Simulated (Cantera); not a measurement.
Charge: 1 mol AlN, 0.61 mol N2, equilibrated at 2350 °C and 1.50 bar.

Equilibrium computed with Cantera from the NASA thermochemical tables; the gas is ideal and each condensed phase is pure. Candidate condensed phases: Al, AlN; 5 gas species. Rates play no part.

**Question.** What is the equilibrium state?

**Answer.** 
| Quantity | Result |
|---|---|
| x(N2) | 0.909 |
| x(Al) | 0.0911 |
| x(Al2) | 0.000318 |
| n(AlN(s)) | 0.935 mol |
| gas amount | 0.7071 mol |
| log10 activity of Al(l) (absent) | -0.50 |
